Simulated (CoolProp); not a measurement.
Computed with CoolProp (reference Helmholtz-energy equation of state, Span 1996).

Task: For carbon dioxide, give the phase and the Prandtl number at 146.25 °C and 6.52 bar.

Result: 
- 146.25 °C and 6.52 bar: gas; Prandtl number 0.752

Viscosity comes from a separate model (Laesecke 2017). Thermal conductivity comes from a separate model (Huber 2016).
